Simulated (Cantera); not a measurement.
Input: 1 mol CS₂, 0.084 mol SO₂, held at 2073 K and 1.60 mbar.

Cantera equilibrium calculation (NASA polynomials, part measured and part estimated; ideal gas, pure solids and liquids). Candidate condensed phases: C, S; 22 gas species. Kinetics and transport are ignored.

Base state: CS 0.357, S₂ 0.282, CS₂ 0.185, CO 0.109, S 0.0669, COS 4.16e-5 (mole fractions); condensed: gas only.

### Question
What changes in the equilibrium state with this change: SO₂ from 0.084 to 0.051 mol?

### Answer
```csv
species,before,after
CS,0.357,0.407
S₂,0.282,0.258
CS₂,0.185,0.202
CO,0.109,0.0691
S,0.0669,0.0641
COS,4.16e-5,2.51e-5
```
